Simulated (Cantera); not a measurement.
A perfectly stirred reactor is fed with CH₄ : H₂ : CO₂ = 0.014 : 1 : 0.013 (molar parts), at 0.133 bar; it is held at 2100 K, and followed from long to short residence time.

Model: GRI-Mech 3.0 (53 species, 325 reactions), integrated in Cantera.

Task: What does this change do: H2 1 to 0.68 parts?

Result: 
| quantity | before | after |
|---|---|---|
| x(CH₄) at τ = 0.300 s | 0.00104 | 0.00127 |
| x(H₂) at τ = 0.300 s | 0.963 | 0.951 |
| x(CO₂) at τ = 0.300 s | 4.62e-5 | 7.97e-5 |
| x(C₂H) at τ = 0.300 s | 7.24e-7 | 9.53e-7 |
| x(C₂H₂) at τ = 0.300 s | 0.00336 | 0.00441 |
| x(CH₄) at τ = 9.40 ms | 0.00536 | 0.00674 |
| x(H₂) at τ = 9.40 ms | 0.960 | 0.945 |
| x(CO₂) at τ = 9.40 ms | 0.000775 | 0.00114 |
| x(C₂H) at τ = 9.40 ms | 6.14e-7 | 9.77e-7 |
| x(C₂H₂) at τ = 9.40 ms | 0.00344 | 0.00543 |

Task: What does this change do: temperature 2100 to 1850 K?

Result: 
```json
[
 {"quantity": "x(CH₄) at τ = 0.300 s", "before": "0.00104", "after": "0.00514"},
 {"quantity": "x(H₂) at τ = 0.300 s", "before": "0.963", "after": "0.965"},
 {"quantity": "x(CO₂) at τ = 0.300 s", "before": "4.62e-5", "after": "0.000274"},
 {"quantity": "x(C₂H) at τ = 0.300 s", "before": "7.24e-7", "after": "6.01e-8"},
 {"quantity": "x(C₂H₂) at τ = 0.300 s", "before": "0.00336", "after": "0.00382"},
 {"quantity": "x(CH₄) at τ = 9.40 ms", "before": "0.00536", "after": "0.0123"},
 {"quantity": "x(H₂) at τ = 9.40 ms", "before": "0.960", "after": "0.966"},
 {"quantity": "x(CO₂) at τ = 9.40 ms", "before": "0.000775", "after": "0.00538"},
 {"quantity": "x(C₂H) at τ = 9.40 ms", "before": "6.14e-7", "after": "6.39e-9"},
 {"quantity": "x(C₂H₂) at τ = 9.40 ms", "before": "0.00344", "after": "0.000492"}
]
```
